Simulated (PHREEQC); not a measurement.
Make-up at 20 °C: 0.2 mol NaOH, 0.00057 mol CO2 and 0.00038 mol K2CO3 per kg of water. Closed to the air; pH follows from the charge balance.

Model: ion-association model, wateq4f.dat, run in PHREEQC.

Each row changes one thing in this solution. Precipitation was switched off in this run.

```
case                                              pH  ionic strength (mol/kgw)  CO3-2 (mol/kgw)  NaCO3- (mol/kgw)  HCO3- (mol/kgw)  NaHCO3 (mol/kgw)  SI of Natron (Na2CO3:10H2O)  SI of Nahcolite (NaHCO3)
---------------------------------------------  -----  ------------------------  ---------------  ----------------  ---------------  ----------------  ---------------------------  ------------------------
as made                                        13.32                     0.201         0.000501          0.000449          2.38e-7           1.42e-8                        -3.98                     -6.98
0.012 mol/kgw NaHCO3 added                     13.29                     0.213          0.00679           0.00615          3.40e-6           2.07e-7                        -2.84                     -5.82
K2CO3 from 0.00038 to 0.000342 mol/kgw         13.32                     0.201         0.000481          0.000431          2.28e-7           1.36e-8                        -4.00                     -7.00
K2CO3 from 0.00038 to 0.000418 mol/kgw         13.32                     0.201         0.000521          0.000466          2.47e-7           1.48e-8                        -3.97                (withheld)
diluted 2-fold with water                      13.05                     0.101         0.000305          0.000169          3.18e-7           1.08e-8                        -4.65                     -7.11
CO2 left out                                   13.32                     0.201         0.000200          0.000179          9.46e-8           5.65e-9                        -4.38                     -7.38
K2CO3 replaced by K2SiO3 at the same molality  13.32                     0.201         0.000301          0.000269          1.43e-7           8.52e-9                        -4.20                     -7.21
temperature from 20 to 60 °C                   12.17                     0.200         0.000154          0.000795          5.66e-7           3.23e-8                        -5.96                     -6.96
CO2 from 0.00057 to 5.7e-05 mol/kgw            13.32                     0.201         0.000230          0.000207          1.09e-7           6.50e-9                   (withheld)                     -7.32
```

**Question.** What belongs in the gaps?

**Answer.** 
- K2CO3 from 0.00038 to 0.000418 mol/kgw, SI of Nahcolite (NaHCO3): -6.97
- CO2 from 0.00057 to 5.7e-05 mol/kgw, SI of Natron (Na2CO3:10H2O): -4.32

Away from 25 °C the constants follow the database's enthalpies or fits; those with neither stay at their 25 °C values.
